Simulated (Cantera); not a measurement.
Silicon epitaxy and polysilicon growth: SiHCl₃ + Cl₂ + H₂

Charge: 1 mol SiHCl₃, 0.039 mol Cl₂, 40 mol H₂, equilibrated at 420 Pa.

Equilibrium computed with Cantera from the NASA thermochemical tables; the gas is ideal and each condensed phase is pure. Candidate condensed phases: Si; 19 gas species. The tables' values for SiCl₃ are old estimates; treat these amounts as uncertain. The numbers say what is thermodynamically allowed, not how fast it happens.

From 900 K to 1250 K the condensed part is Si(s). The main Si-bearing gas is SiCl₄ at 900 K and SiCl₂ at 1250 K. The share of Si in condensed phases is highest at 1200 K (62.9 %) and lowest at 900 K (30.2 %).

| T (K) | x H₂ | x HCl | x SiCl₄ | x SiCl₂ | x SiHCl₃ | x SiCl₃ | x SiH₂Cl₂ | n Si(s) |
|---|---|---|---|---|---|---|---|---|
| 900 | 0.972 | 0.0110 | 0.0131 | 0.000168 | 0.00330 | 0.000215 | 7.89e-5 | 0.302 |
| 950 | 0.967 | 0.0174 | 0.0115 | 0.000478 | 0.00292 | 0.000405 | 7.56e-5 | 0.365 |
| 1000 | 0.961 | 0.0256 | 0.00918 | 0.00116 | 0.00242 | 0.000664 | 6.91e-5 | 0.439 |
| 1050 | 0.953 | 0.0350 | 0.00643 | 0.00240 | 0.00182 | 0.000923 | 5.87e-5 | 0.515 |
| 1100 | 0.946 | 0.0438 | 0.00371 | 0.00412 | 0.00118 | 0.00105 | 4.52e-5 | 0.578 |
| 1150 | 0.941 | 0.0501 | 0.00169 | 0.00586 | 0.000646 | 0.000953 | 3.09e-5 | 0.615 |
| 1200 | 0.938 | 0.0533 | 0.000646 | 0.00715 | 0.000309 | 0.000725 | 1.94e-5 | 0.629 |
| 1250 | 0.937 | 0.0545 | 0.000230 | 0.00796 | 0.000141 | 0.000506 | 1.17e-5 | 0.628 |
x: gas mole fraction; n: condensed amount in mol.
